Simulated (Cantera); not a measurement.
Input: 1 mol SiHCl3, 0.018 mol HCl, 51 mol H2, held at 1573 K and 0.00133 bar.

Cantera equilibrium calculation (NASA polynomials, part measured and part estimated; ideal gas, pure solids and liquids). Candidate condensed phases: Si; 19 gas species. The tables' values for SiCl, SiCl3 are old estimates; treat these amounts as uncertain. Kinetics and transport are ignored.

Base state: H2 0.949, HCl 0.0434, SiCl2 0.00671, H 0.00108, Si 4.12e-5, Cl 3.94e-5, SiCl 2.70e-5, SiCl3 1.74e-5 (mole fractions); condensed: Si(s).

Q: What changes in the equilibrium state with this change: SiHCl3 replaced by SiCl4?

A: 
```tsv
species	before	after
H2	0.949	0.934
HCl	0.0434	0.0542
SiCl2	0.00671	0.0107
SiCl3	1.74e-5	3.48e-5
Cl	3.94e-5	4.97e-5
SiCl	2.70e-5	3.41e-5
Si(s), mol	0.639	0.428
```
The tables' values for SiCl3, SiCl are old estimates; treat these amounts as uncertain.
